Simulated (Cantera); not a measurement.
Cantera with NASA thermochemical tables; ideal gases at 1 bar, condensed phases pure. Values are per mole of reaction as written; species without (g) are pure solids or liquids, kept so even where they would boil at 1 bar.

H₂O(g) + Pb ⇌ 2 H(g) + PbO(g)

```json
[
 {"T (K)": "300", "ΔH° (kJ)": "748.1", "ΔS° (J/K)": "215.9", "ΔG° (kJ)": "683.4", "log10 K": "-118.98", "condensed phases": "Pb(s)"},
 {"T (K)": "1523", "ΔH° (kJ)": "(withheld)", "ΔS° (J/K)": "(withheld)", "ΔG° (kJ)": "(withheld)", "log10 K": "(withheld)", "condensed phases": "Pb(l)"},
 {"T (K)": "1623", "ΔH° (kJ)": "754.1", "ΔS° (J/K)": "224.5", "ΔG° (kJ)": "389.8", "log10 K": "-12.55", "condensed phases": "Pb(l)"},
 {"T (K)": "1723", "ΔH° (kJ)": "(withheld)", "ΔS° (J/K)": "(withheld)", "ΔG° (kJ)": "(withheld)", "log10 K": "(withheld)", "condensed phases": "Pb(l)"},
 {"T (K)": "1823", "ΔH° (kJ)": "754.4", "ΔS° (J/K)": "224.6", "ΔG° (kJ)": "344.9", "log10 K": "-9.88", "condensed phases": "Pb(l)"},
 {"T (K)": "1923", "ΔH° (kJ)": "754.4", "ΔS° (J/K)": "224.6", "ΔG° (kJ)": "322.5", "log10 K": "-8.76", "condensed phases": "Pb(l)"}
]
```

**Question.** Complete the blanks.

**Answer.** 
- 1523, ΔH° (kJ): 753.9
- 1523, ΔS° (J/K): 224.3
- 1523, ΔG° (kJ): 412.3
- 1523, log10 K: -14.14
- 1723, ΔH° (kJ): 754.3
- 1723, ΔS° (J/K): 224.6
- 1723, ΔG° (kJ): 367.4
- 1723, log10 K: -11.14
